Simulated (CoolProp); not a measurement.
The numbers come from the reference Helmholtz-energy equation of state, Tillner-Roth 1997 in CoolProp.

**Question.** For CH2F2 (R32), give the phase and the cv (kJ/(kg K)) at 50.25 °C and 0.212 MPa.

**Answer.** 
- 50.25 °C and 0.212 MPa: gas; cv 0.719
